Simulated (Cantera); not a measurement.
A perfectly stirred reactor is fed with 8.32 % CH4, 16.6 % O2, 62.6 % N2, 12.5 % H2O, at 1.20 bar; it is adiabatic with a 573 K inlet, and is followed from long to short residence time, starting on the burning branch (τ in s: 0.03, 0.012, 0.0044, 0.0017, 0.00063, 0.00024, 9e-05, 3.4e-05, 1.3e-05).

Model: GRI-Mech 3.0 (53 species, 325 reactions), integrated in Cantera.

**Question.** Predict: blow-out, bracketed by the residence times tried; x(CH4) at τ = 30.0 ms; x(O2) at τ = 30.0 ms; x(H2O) at τ = 30.0 ms; x(CO2) at τ = 30.0 ms; x(C2H2) at τ = 30.0 ms; x(CH4) at τ = 0.630 ms; x(O2) at τ = 0.630 ms; x(H2O) at τ = 0.630 ms; x(CO2) at τ = 0.630 ms; x(C2H2) at τ = 0.630 ms.

**Answer.** 
```
Item                                                                           Value
------------------------------------------------  ----------------------------------
blow-out, bracketed by the residence times tried  burning at 90.0 µs, out at 34.0 µs
x(CH4) at τ = 30.0 ms                                                        1.06e-5
x(O2) at τ = 30.0 ms                                                         0.00616
x(H2O) at τ = 30.0 ms                                                          0.280
x(CO2) at τ = 30.0 ms                                                         0.0741
x(C2H2) at τ = 30.0 ms                                                       7.92e-9
x(CH4) at τ = 0.630 ms                                                      0.000174
x(O2) at τ = 0.630 ms                                                         0.0157
x(H2O) at τ = 0.630 ms                                                         0.264
x(CO2) at τ = 0.630 ms                                                        0.0621
x(C2H2) at τ = 0.630 ms                                                      2.96e-7
```
